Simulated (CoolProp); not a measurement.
Model: reference Helmholtz-energy equation of state, Lemmon 2006, in CoolProp. It is a short technical equation, of lower accuracy than the large ones.

Give the vapour pressure (MPa), liquid density (kg/m³), enthalpy of vaporisation (kJ/kg), surface tension (mN/m) of saturated isohexane at 409 K.


```json
[
 {"T (K)": "409", "p (MPa)": "0.686", "liquid density (kg/m³)": "530", "enthalpy of vaporisation (kJ/kg)": "255", "surface tension (mN/m)": "6.41"}
]
```

Surface tension comes from a separate correlation (Mulero 2012).
